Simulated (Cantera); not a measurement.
Standard-state values (1 bar) from the NASA 1993 polynomials, evaluated with Cantera. Values are per mole of reaction as written; species without (g) are pure solids or liquids, kept so even where they would boil at 1 bar. ZrN: taken at fixed stoichiometry.

2 ZrN + 4 N2O(g) → 2 ZrO2(g) + 5 N2(g)

| T (K) | ΔH° (kJ) | ΔS° (J/K) | ΔG° (kJ) | log10 K |
|---|---|---|---|---|
| 300 | -168.3 | 547.7 | -332.6 | 57.91 |
| 1273 | -206.1 | 500.9 | -843.8 | 34.62 |
| 1423 | -214.8 | 494.5 | -918.4 | 33.71 |
| 1573 | [?] | [?] | [?] | [?] |
| 1723 | -233.5 | 482.6 | -1065.0 | 32.29 |
| 1873 | -243.5 | 477.0 | -1136.9 | 31.71 |
| 2023 | -253.9 | 471.7 | -1208.1 | 31.19 |
| 2173 | -264.6 | 466.5 | -1278.5 | 30.73 |
| 2323 | [?] | [?] | [?] | [?] |
| 2473 | -287.4 | 456.8 | -1416.9 | 29.93 |
| 2623 | -299.3 | 452.1 | -1485.1 | 29.57 |
| 2773 | -311.5 | 447.6 | -1552.6 | 29.25 |

Q: What belongs in the gaps?

A: 
- 1573, ΔH° (kJ): -223.9
- 1573, ΔS° (J/K): 488.4
- 1573, ΔG° (kJ): -992.1
- 1573, log10 K: 32.95
- 2323, ΔH° (kJ): -275.8
- 2323, ΔS° (J/K): 461.6
- 2323, ΔG° (kJ): -1348.1
- 2323, log10 K: 30.31
